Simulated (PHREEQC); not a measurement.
Make-up at 25 °C and 500 atm: 0.0015 mol/kgw FeCl3, 0.086 mol/kgw H2SO4 and 0.03 mol/kgw Na2SO4. Closed to the air; pH follows from the charge balance.

Model: ion-association model, phreeqc.dat, run in PHREEQC.

Q: The ionic strength comes out as 0.197 mol/kgw. What activity coefficients do Cl-, Fe+3, H+, Fe(SO4)2-, FeOH+2 get?

A: Cl- 0.72, Fe+3 0.14, H+ 0.80, Fe(SO4)2- 0.75, FeOH+2 0.31.

Precipitation was switched off in this run. Under pressure, the constants of complexes without a molar volume in the database are unreliable.
